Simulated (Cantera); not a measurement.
What does this Cantera script print?

```python
import numpy as np
import cantera as ct

gas_names = [...]  # 114 gases of nasa_gas.yaml made of C, Fe, H, O
cond_names = """
    C(gr) C6H6(L) C7H8(L) C8H18(L),n-octa Fe(a) Fe(c) Fe(d) Fe(L) FeC5O5(L) FeO(s) FeO(L) Fe(OH)2(s)
    Fe(OH)3(s) Fe2O3(s) Fe3O4(s) H2O(s) H2O(L)
""".split()


# ... load() reads the species with a 1 bar reference pressure and builds the phases ...
atoms = {
    'Fe(CO)5': {'Fe': 1, 'C': 5, 'O': 5},
    'H2': {'H': 2},
    'O2': {'O': 2},
}
top_T = {'C(gr)': 4500, 'Fe2O3(s)': 1830, 'Fe3O4(s)': 1870}  # K; cautious upper limits of use, not melting points


# ... equilibrate(T, P, feed) seeds the gas with the atoms and calls Mixture.equilibrate('TP', solver="vcs", rtol=1e-11, max_steps=5000) ...
results = []
feed = {'Fe(CO)5': 1, 'H2': 4.3, 'O2': 0.027}  # mol
P = 1000  # Pa
for T in [798, 898, 998, 1098, 1198, 1298, 1398, 1498, 1598]:
    mix = equilibrate(T, P, feed)
    results.append((T, P, feed, dict(zip(mix.species_names, mix.species_moles))))

top = {s: max(r[3][s] / sum(r[3][g] for g in gas_names) for r in results) for s in gas_names}
cols = sorted((s for s in top if top[s] > 0.001), key=lambda s: -top[s])[:5]
seen = [c for c in cond_names if any(r[3].get(c, 0) > 1e-12 for r in results)]
print("log10 of partial pressures in bar; condensed amounts in mol")
print(f"{'T/K':>10s}" + "".join(f"{s[:9]:>10s}" for s in cols + seen))
for T, P, feed, n in results:
    ng = sum(n[g] for g in gas_names)
    print(f"{T:10.4g}" + "".join(f"{np.log10(max(n[s] / ng * P / 1e5, 1e-99)):10.3f}" for s in cols)
          + "".join(f"{n.get(c, 0):10.4g}" for c in seen))
```

Output:

```
log10 of partial pressures in bar; condensed amounts in mol
       T/K        CO        H2       CO2       H2O       CH4     C(gr)     Fe(a)     Fe(c)
       798    -2.465    -2.311    -2.908    -3.384    -4.478      1.24         1         0
       898    -2.288    -2.335    -3.807    -4.220    -5.164    0.1375         1         0
       998    -2.273    -2.337    -4.432    -4.657    -6.027         0         1         0
      1098    -2.272    -2.338    -4.506    -4.569    -7.189         0         1         0
      1198    -2.272    -2.338    -4.573    -4.504    -8.153         0         0         1
      1298    -2.271    -2.338    -4.635    -4.457    -8.959         0         0         1
      1398    -2.271    -2.339    -4.691    -4.424    -9.645         0         0         1
      1498    -2.271    -2.339    -4.742    -4.398   -10.234         0         0    0.9999
      1598    -2.271    -2.339    -4.788    -4.379   -10.746         0         0     0.999
```

Method: chemical equilibrium by Gibbs-energy minimisation in Cantera with the NASA 1993 tables (ideal gas, pure condensed phases). Condensed phases not in the tables: cementite and carbon dissolved in iron.
